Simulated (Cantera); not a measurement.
Adiabatic ignition

An adiabatic, constant-volume homogeneous reactor starts with C3H8 : O2 : N2 = 1 : 2.27 : 13 (molar parts), at 1450 K and 3750 Torr.

Computed with Cantera and GRI-Mech 3.0 (53 species, 325 reactions). GRI-Mech 3.0 was tuned for natural gas; its chemistry of propane as a main component is partial and can be far from experiment.

| t (s) | T (K) | P (bar) | x C3H8 | x O2 | x CH2O | x CO2 | x CO | x OH |
|---|---|---|---|---|---|---|---|---|
| 9.00e-6 | 1445 | 5.00 | 0.0583 | 0.138 | 0.000569 | 5.83e-6 | 5.57e-5 | 4.29e-6 |
| 2.14e-5 | 1446 | 5.03 | 0.0529 | 0.136 | 0.00161 | 2.09e-5 | 0.000408 | 5.57e-6 |
| 5.11e-5 | 1475 | 5.24 | 0.0347 | 0.124 | 0.00472 | 0.000116 | 0.00426 | 1.86e-5 |
| 0.000122 | 2556 | 10.8 | 9.31e-12 | 1.38e-6 | 3.80e-6 | 0.0118 | 0.134 | 0.000395 |
| 0.000290 | 2550 | 10.8 | <1e-12 | 1.27e-6 | 8.67e-8 | 0.0108 | 0.139 | 0.000372 |
| 0.000690 | 2551 | 10.8 | <1e-12 | 1.32e-6 | 7.97e-8 | 0.0109 | 0.139 | 0.000379 |
| 0.00164 | 2552 | 10.8 | <1e-12 | 1.33e-6 | 7.97e-8 | 0.0109 | 0.139 | 0.000381 |
| 0.00391 | 2553 | 10.8 | <1e-12 | 1.34e-6 | 7.97e-8 | 0.0109 | 0.139 | 0.000382 |
| 0.00932 | 2553 | 10.8 | <1e-12 | 1.34e-6 | 7.97e-8 | 0.0109 | 0.139 | 0.000382 |
| 0.0222 | 2553 | 10.8 | <1e-12 | 1.34e-6 | 7.97e-8 | 0.0109 | 0.139 | 0.000382 |
| 0.0529 | 2553 | 10.8 | <1e-12 | 1.34e-6 | 7.97e-8 | 0.0109 | 0.139 | 0.000382 |
| 0.126 | 2553 | 10.8 | <1e-12 | 1.34e-6 | 7.97e-8 | 0.0109 | 0.139 | 0.000382 |
| 0.300 | 2553 | 10.8 | <1e-12 | 1.34e-6 | 7.97e-8 | 0.0109 | 0.139 | 0.000382 |
x: mole fraction; the columns are a selection and need not sum to one.

| Property | Value |
|---|---|
| time of steepest temperature rise | 68.1 µs |
| temperature at 0.300 s | 2553 K |
| equilibrium temperature | 2553 K |
| x(C3H8) at 0.300 s | <1e-12 (gas-phase equilibrium <1e-12) |
| x(O2) at 0.300 s | 1.34e-6 (gas-phase equilibrium 1.34e-6) |
| x(CH2O) at 0.300 s | 7.97e-8 (gas-phase equilibrium 7.97e-8) |
